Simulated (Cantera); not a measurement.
Charge: 1 mol Si₂H₆, 30 mol NO, 77 mol H₂, 0.9 mol CO₂, equilibrated at 1200 Pa.

Method: chemical equilibrium by Gibbs-energy minimisation in Cantera with the NASA 1993 tables (ideal gas, pure condensed phases). Candidate condensed phases: C, C₆H₆, C₇H₈, C₈H₁₈, H₂O, Si, SiC, SiO₂, Si₂N₂O, Si₃N₄; 151 gas species. The feed counts by its element totals alone. The tables hold silica as quartz up to 1696 K and as liquid above; real silica turns to tridymite and cristobalite and melts near 1996 K. The numbers say what is thermodynamically allowed, not how fast it happens.

Problem. Which condensed phases are stable at each of these points (T (K)): 1598, 1648, 1698, 1748, 1798, 1848, 1898, 1948, 1998, 2048, 2098?

Solution. 
| T (K) | condensed phases | Si condensed (%) |
|---|---|---|
| 1598 | SiO₂(β-quartz) | 100.0 |
| 1648 | SiO₂(β-quartz) | 99.9 |
| 1698 | SiO₂(condensed) | 99.8 |
| 1748 | SiO₂(condensed) | 99.4 |
| 1798 | SiO₂(condensed) | 98.3 |
| 1848 | SiO₂(condensed) | 95.7 |
| 1898 | SiO₂(condensed) | 89.5 |
| 1948 | SiO₂(condensed) | 75.7 |
| 1998 | SiO₂(l) | 47.2 |
| 2048 | gas only | 0.0 |
| 2098 | gas only | 0.0 |

From 1598 K to 1648 K the condensed part is SiO₂(β-quartz). From 1698 K to 1948 K the condensed part is SiO₂(condensed). At 1998 K the condensed part is SiO₂(l). From 2048 K to 2098 K nothing is condensed.
